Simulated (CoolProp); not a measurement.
Vapour-liquid equilibrium of ethylbenzene (1) + p-xylene (2) at 0.00198 MPa; x and y are mole fractions of (1).

The numbers come from the multi-fluid Helmholtz-energy mixture model, Zhou 2012 and Zhou 2012; pair parameters Bell 2016 in CoolProp.

Task: Give the bubble temperature and the first vapour's composition at x = 0.25, 0.55, 0.85. Is there an azeotrope?

Result: x = 0.25: 33.8 °C, y = 0.268; x = 0.55: 33.4 °C, y = 0.567; x = 0.85: 33.0 °C, y = 0.858. No azeotrope shows between x = 0.05 and 0.95.

Pair parameters are fitted to limited data, so mixtures are less certain than the pure fluids.
